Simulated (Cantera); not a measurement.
A perfectly stirred reactor is fed with CH4 : H2 : O2 : N2 : CO2 = 1 : 0.68 : 2.75 : 10.4 : 0.091 (molar parts), equivalence ratio 0.85, at 79000 Pa; it is adiabatic with a 475 K inlet, and is followed from long to short residence time, starting on the burning branch (τ in s: 0.045, 0.018, 0.0069, 0.0027, 0.001, 0.0004, 0.00016, 6.1e-05, 2.4e-05).

Model: GRI-Mech 3.0 (53 species, 325 reactions), integrated in Cantera.

Q: Predict: blow-out, bracketed by the residence times tried; x(CH4) at τ = 45.0 ms; x(H2) at τ = 45.0 ms; x(O2) at τ = 45.0 ms; x(HCN) at τ = 45.0 ms; x(CH2O) at τ = 45.0 ms; x(CH4) at τ = 1.00 ms; x(H2) at τ = 1.00 ms; x(O2) at τ = 1.00 ms; x(HCN) at τ = 1.00 ms; x(CH2O) at τ = 1.00 ms.

A: 
```json
{
 "blow_out_bracketed_by_the_residence_times_tried": "burning at 61.0 µs, out at 24.0 µs",
 "x(CH4) at τ = 45.0 ms": "5.55e-6",
 "x(H2) at τ = 45.0 ms": "0.00199",
 "x(O2) at τ = 45.0 ms": "0.0292",
 "x(HCN) at τ = 45.0 ms": "1.23e-7",
 "x(CH2O) at τ = 45.0 ms": "9.30e-7",
 "x(CH4) at τ = 1.00 ms": "8.91e-5",
 "x(H2) at τ = 1.00 ms": "0.00872",
 "x(O2) at τ = 1.00 ms": "0.0368",
 "x(HCN) at τ = 1.00 ms": "2.45e-7",
 "x(CH2O) at τ = 1.00 ms": "1.23e-5"
}
```
